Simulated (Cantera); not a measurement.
**Carbon deposition, reforming and gasification: C3H6 + H2O + N2 + O2**

Feed: 1 mol C3H6, 2.5 mol H2O, 20 mol N2, 0.24 mol O2, equilibrated at 99.0 bar.

These are equilibrium values from Cantera (NASA tables, ideal gas, pure condensed phases), not measurements of a reactor. Candidate condensed phases: C, C6H6, C7H8, C8H18, H2O; 169 gas species. Ions and electrons are included (thermal ionisation). The ideal-gas law is rough above about 30 bar. Rates play no part.

```
T (°C)  log p N2  log p H2  log p H  log p CO  log p N  log p HCN  log p H2O
------  --------  --------  -------  --------  -------  ---------  ---------
1727        1.84      1.28    -2.15      1.01    -8.12      -0.89      -1.03
1977        1.84      1.28    -1.49      1.01    -6.73      -0.85      -1.07
2227        1.84      1.28    -0.96      1.01    -5.61      -0.85      -1.07
2477        1.84      1.27    -0.53      1.01    -4.70      -0.86      -1.06
2727        1.84      1.27    -0.17      1.01    -3.94      -0.86      -1.06
2977        1.84      1.26     0.14      1.01    -3.29      -0.87      -1.06
3227        1.84      1.24     0.39      1.01    -2.74      -0.89      -1.07
3477        1.83      1.22     0.61      1.00    -2.26      -0.90      -1.09
3727        1.83      1.18     0.79      1.00    -1.84      -0.91      -1.13
3977        1.82      1.14     0.95      0.99    -1.47      -0.92      -1.19
4227        1.81      1.07     1.08      0.98    -1.14      -0.93      -1.27
4477        1.81      1.00     1.18      0.97    -0.84      -0.94      -1.38
4727        1.80      0.91     1.26      0.96    -0.58      -0.96      -1.51
```
log p: log10 of the partial pressure in bar; nothing condenses.

From 1727 °C to 4727 °C nothing is condensed. The main C-bearing gas is CO throughout.
